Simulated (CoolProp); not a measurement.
200 sccm (0 °C, 1 atm) of nitrogen bubbles through liquid methanol at 319.4 K and leaves saturated at a total pressure of 0.15 MPa (ideal gas phase). Each further row changes one setting.

The numbers come from the reference Helmholtz-energy equation of state, de Reuck 1993 in CoolProp.

| case | vapour pressure (kPa) | mole fraction of vapour | delivery (mg/min) | delivery (sccm) | change of delivery for a bath 1 K warmer (%) |
|---|---|---|---|---|---|
| as stated | 47.2 | 0.315 | 131 | 91.9 | 6.8 |
| bath temperature 324.4 K | 58.8 | 0.392 | 184 | 129 | 7.4 |
| total pressure 0.3 MPa | 47.2 | 0.157 | 53.4 | 37.4 | 5.4 |
